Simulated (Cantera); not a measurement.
Input: 1 mol Cu2O, a varied amount of H2, 2.7 mol H2O, held at 1625 K and 1.00 bar.

Equilibrium computed with Cantera from the NASA thermochemical tables; the gas is ideal and each condensed phase is pure. Candidate condensed phases: Cu, CuO, Cu(OH)2, Cu2O, H2O; 12 gas species. Each liquid is taken as pure. Mutual solubility and eutectic melting of coexisting phases are not modelled. Equilibrium is a limit: real reactors are often held back by kinetics, nucleation or transport.

Task: Which condensed phases are stable at each of these points (n(H2) (mol)): 0.38, 0.78, 1.6, 3.3, 6.7, 14, 28, 58, 120, 240, 500?

Result: 
| n(H2) (mol) | condensed phases | Cu condensed (%) |
|---|---|---|
| 0.38 | Cu(l) + Cu2O(l) | 100.0 |
| 0.78 | Cu(l) + Cu2O(l) | 100.0 |
| 1.6 | Cu(l) | 100.0 |
| 3.3 | Cu(l) | 100.0 |
| 6.7 | Cu(l) | 100.0 |
| 14 | Cu(l) | 100.0 |
| 28 | Cu(l) | 99.9 |
| 58 | Cu(l) | 99.8 |
| 120 | Cu(l) | 99.6 |
| 240 | Cu(l) | 99.3 |
| 500 | Cu(l) | 98.6 |

From 0.38 mol H2 to 0.78 mol H2 the condensed part is Cu(l) + Cu2O(l). From 1.6 mol H2 to 500 mol H2 the condensed part is Cu(l).
